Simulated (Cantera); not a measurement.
Feed: 1 mol SiH₄, 0.031 mol HCl, 2 mol H₂, equilibrated at 1127 °C and 12.0 Torr.

Equilibrium computed with Cantera from the NASA thermochemical tables; the gas is ideal and each condensed phase is pure. Candidate condensed phases: Si; 19 gas species. Equilibrium is a limit: real reactors are often held back by kinetics, nucleation or transport.

Base state: H₂ 0.992, HCl 0.00736, SiCl₂ 0.000161, H 3.83e-5 (mole fractions); condensed: Si(s).

What changes in the equilibrium state with this change: HCl from 0.031 to 0.27 mol?


| species | before | after |
|---|---|---|
| H₂ | 0.992 | 0.945 |
| HCl | 0.00736 | 0.0479 |
| SiCl₂ | 0.000161 | 0.00718 |
| SiCl₄ | 1.48e-8 | 2.94e-5 |
| SiCl₃ | 7.50e-7 | 0.000223 |
| SiHCl₃ | 1.41e-7 | 4.10e-5 |
| H | 3.83e-5 | 3.74e-5 |
| Si(s), mol | 0.999 | 0.968 |
The tables' values for SiCl₃ are old estimates; treat these amounts as uncertain.
